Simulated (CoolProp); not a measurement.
Saturated liquid density (kg/m³) of propylene: the reference equation beside estimates from Tc = 91.1 °C, pc = 4555 kPa, ω = 0.146. Rackett uses Z = 0.29056 − 0.08775 ω.

The numbers come from the reference Helmholtz-energy equation of state, Lemmon 2013 in CoolProp.

```tsv
T (°C)	reference	Rackett	Redlich-Kwong	Soave-Redlich-Kwong
-40.05	600.6	593.2	555.3	563.7
-32.05	590.3	583.2	544.2	553.3
-23.95	579.7	572.7	532.4	542.1
-15.95	568.9	562.1	520.3	530.5
-7.95	557.7	551.0	507.6	518.3
0.05	546.1	539.6	494.2	505.3
8.05	534.0	527.7	480.1	491.6
16.05	521.3	515.2	465.2	476.9
24.05	507.9	502.0	449.3	461.2
32.15	493.5	487.9	432.3	444.1
40.15	478.3	473.0	414.2	425.9
48.15	461.7	456.8	394.6	405.9
56.15	443.4	439.0	373.2	383.9
```

Absolute difference from the reference over all 13 rows, mean and median: Rackett 1.2 and 1.2 %, Redlich-Kwong 10.7 and 10.1 %, Soave-Redlich-Kwong 8.6 and 7.9 %.
